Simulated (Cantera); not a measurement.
Hydrocarbon pyrolysis for carbon deposition

A perfectly stirred reactor is fed with 31.2 % CH4, 68.8 % H2, at 0.987 atm; it is held at 1775 K, and followed from long to short residence time.

Computed with Cantera and GRI-Mech 3.0 (53 species, 325 reactions). GRI-Mech 3.0 stops at C3 and has no aromatics, soot or wall deposition, so with more carbon than oxygen in the feed, carbon stays in small species such as C2H2 where larger ones or solid carbon would form.

| τ (s) | x CH4 | x H2 | x C2H | x CH2 | x C2H4 | x CH3 | x C2H2 |
|---|---|---|---|---|---|---|---|
| 13 | 0.0194 | 0.868 | 2.68e-7 | 4.21e-8 | 0.00263 | 0.000123 | 0.109 |
| 3.6 | 0.0213 | 0.867 | 2.65e-7 | 4.56e-8 | 0.00261 | 0.000134 | 0.109 |
| 1.0 | 0.0271 | 0.864 | 2.58e-7 | 5.61e-8 | 0.00257 | 0.000169 | 0.106 |
| 0.28 | 0.0414 | 0.855 | 2.40e-7 | 8.05e-8 | 0.00248 | 0.000253 | 0.101 |
| 0.080 | 0.0702 | 0.837 | 2.08e-7 | 1.24e-7 | 0.00236 | 0.000416 | 0.0900 |
| 0.023 | 0.119 | 0.806 | 1.59e-7 | 1.88e-7 | 0.00237 | 0.000680 | 0.0712 |
| 0.0064 | 0.188 | 0.763 | 9.56e-8 | 2.65e-7 | 0.00274 | 0.00103 | 0.0444 |
x: mole fraction; the columns are a selection and need not sum to one.
